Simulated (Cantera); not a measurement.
**Ignition delay**

Mixture: CO : H2 : O2 : N2 = 1 : 0.047 : 0.436 : 1.88 (molar parts), equivalence ratio 1.2, at 2800000 Pa, adiabatic and at constant pressure. Ignition delay is the time to a rise of 400 K.

Cantera simulation using GRI-Mech 3.0 (53 species, 325 reactions); the numbers are that mechanism's predictions, not measurements. The hydrogen kinetics of GRI-Mech 3.0 are dated; newer H2 mechanisms differ, most at raised pressure. The pressure lies above the range GRI-Mech 3.0 was tuned for (to about 10 atm). Where the delays flatten at high temperature, the 400 K rule measures the pace of heat release, not the induction time.

```json
[
 {"T0 (K)": "1100", "delay (ms)": "0.402"},
 {"T0 (K)": "1200", "delay (ms)": "0.0741"},
 {"T0 (K)": "1300", "delay (ms)": "0.0186"},
 {"T0 (K)": "1400", "delay (ms)": "0.00664"},
 {"T0 (K)": "1500", "delay (ms)": "0.00344"},
 {"T0 (K)": "1600", "delay (ms)": "0.00227"},
 {"T0 (K)": "1700", "delay (ms)": "0.00172"},
 {"T0 (K)": "1800", "delay (ms)": "0.00141"}
]
```
